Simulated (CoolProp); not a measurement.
Computed with CoolProp (reference Helmholtz-energy equation of state, Lemmon 2006). It is a short technical equation, of lower accuracy than the large ones.

Give the vapour pressure (bar), liquid density (kg/m³), vapour density (kg/m³), liquid cp (kJ/(kg K)) of saturated carbon monoxide at -151.05 °C.


```csv
T (°C),p (bar),liquid density (kg/m³),vapour density (kg/m³),liquid cp (kJ/(kg K))
-151.05,20.9,556,90.3,3.48
```
